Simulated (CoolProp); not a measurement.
Vapour-liquid equilibrium of R22 (1) + R11 (2) at 0.271 MPa; x and y are mole fractions of (1).

Computed with CoolProp (multi-fluid Helmholtz-energy mixture model, Kamei 1995 and Jacobsen 1992; pair parameters Bell 2016).

```csv
x,bubble temperature (°C),y at the bubble point,dew temperature at overall composition x (°C),liquid density (mol/L)
0.05,40.4,0.363,53.0,10.59
0.2,15.7,0.755,47.4,11.46
0.35,3.9,0.866,41.0,12.16
0.5,-3.1,0.917,33.4,12.84
0.65,-8.1,0.948,24.0,13.55
0.8,-12.3,0.972,11.4,14.32
0.95,-16.1,0.993,-8.5,15.17
```

No azeotrope shows between x = 0.05 and 0.95.

Pair parameters are fitted to limited data, so mixtures are less certain than the pure fluids.
